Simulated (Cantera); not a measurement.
**Adiabatic ignition**

An adiabatic, constant-pressure homogeneous reactor starts with 18.2 % CO, 17.5 % H₂, 3.28 % CH₄, 13.5 % O₂, 47.5 % N₂, at 1750 K and 750 Torr.

Cantera simulation using GRI-Mech 3.0 (53 species, 325 reactions); the numbers are that mechanism's predictions, not measurements.

```json
[
 {"t (s)": "1.00e-6", "T (K)": "1750", "x CO": "0.182", "x H₂": "0.175", "x CH₄": "0.0328", "x CH₃": "3.26e-6", "x HCO": "3.84e-10", "x C₂H₂": "<1e-12", "x OH": "7.57e-7"},
 {"t (s)": "4.46e-6", "T (K)": "1750", "x CO": "0.182", "x H₂": "0.175", "x CH₄": "0.0326", "x CH₃": "0.000128", "x HCO": "7.29e-9", "x C₂H₂": "1.33e-11", "x OH": "1.87e-5"},
 {"t (s)": "1.99e-5", "T (K)": "2340", "x CO": "0.166", "x H₂": "0.0668", "x CH₄": "<1e-12", "x CH₃": "<1e-12", "x HCO": "8.00e-7", "x C₂H₂": "<1e-12", "x OH": "0.0230"},
 {"t (s)": "8.88e-5", "T (K)": "2663", "x CO": "0.167", "x H₂": "0.0691", "x CH₄": "<1e-12", "x CH₃": "<1e-12", "x HCO": "5.14e-7", "x C₂H₂": "<1e-12", "x OH": "0.0238"},
 {"t (s)": "0.000396", "T (K)": "2891", "x CO": "0.169", "x H₂": "0.0685", "x CH₄": "<1e-12", "x CH₃": "1.74e-12", "x HCO": "4.32e-7", "x C₂H₂": "<1e-12", "x OH": "0.0208"},
 {"t (s)": "0.00177", "T (K)": "2890", "x CO": "0.170", "x H₂": "0.0694", "x CH₄": "<1e-12", "x CH₃": "1.91e-12", "x HCO": "4.30e-7", "x C₂H₂": "<1e-12", "x OH": "0.0199"},
 {"t (s)": "0.00788", "T (K)": "2889", "x CO": "0.170", "x H₂": "0.0695", "x CH₄": "<1e-12", "x CH₃": "1.91e-12", "x HCO": "4.30e-7", "x C₂H₂": "<1e-12", "x OH": "0.0198"},
 {"t (s)": "0.0352", "T (K)": "2889", "x CO": "0.170", "x H₂": "0.0695", "x CH₄": "<1e-12", "x CH₃": "1.91e-12", "x HCO": "4.30e-7", "x C₂H₂": "<1e-12", "x OH": "0.0198"},
 {"t (s)": "0.157", "T (K)": "2889", "x CO": "0.170", "x H₂": "0.0695", "x CH₄": "<1e-12", "x CH₃": "1.91e-12", "x HCO": "4.30e-7", "x C₂H₂": "<1e-12", "x OH": "0.0198"},
 {"t (s)": "0.700", "T (K)": "2889", "x CO": "0.170", "x H₂": "0.0695", "x CH₄": "<1e-12", "x CH₃": "1.91e-12", "x HCO": "4.30e-7", "x C₂H₂": "<1e-12", "x OH": "0.0198"}
]
```
x: mole fraction; the columns are a selection and need not sum to one.

```
Property                                                          Result
---------------------------------  -------------------------------------
time of steepest temperature rise                                13.0 µs
temperature at 0.700 s                                            2889 K
equilibrium temperature                                           2889 K
x(CO) at 0.700 s                     0.170 (gas-phase equilibrium 0.170)
x(H₂) at 0.700 s                   0.0695 (gas-phase equilibrium 0.0695)
x(CH₄) at 0.700 s                  <1e-12 (gas-phase equilibrium <1e-12)
```
